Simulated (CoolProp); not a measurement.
The fluid at 298.15 K and 12 MPa is throttled through a valve to 2.57 MPa with no heat exchange. The same conditions are run with several fluids, on thermodynamics alone (safety and materials aside).

The numbers come from the reference Helmholtz-energy equation of state of each fluid (hydrogen chloride: Thol 2018; R11: Jacobsen 1992; R115: Lemmon 2016; tetradecamethylhexasiloxane (MD4M): Thol 2019; ethane: Bücker 2006) in CoolProp.

| fluid | temperature change (K) | final phase | final density (kg/m³) |
|---|---|---|---|
| hydrogen chloride | … | … | … |
| R11 | … | liquid | 1470 |
| R115 | … | liquid | … |
| tetradecamethylhexasiloxane (MD4M) | … | liquid | … |
| ethane | -21.9 | two-phase, vapour fraction 0.199 | 167 |

**Question.** What belongs in the gaps?

**Answer.** 
- hydrogen chloride, temperature change (K): -25.3
- hydrogen chloride, final phase: two-phase, vapour fraction 0.153
- hydrogen chloride, final density (kg/m³): 272
- R11, temperature change (K): +4.0
- R115, temperature change (K): +0.7
- R115, final density (kg/m³): 1300
- tetradecamethylhexasiloxane (MD4M), temperature change (K): +4.3
- tetradecamethylhexasiloxane (MD4M), final density (kg/m³): 886
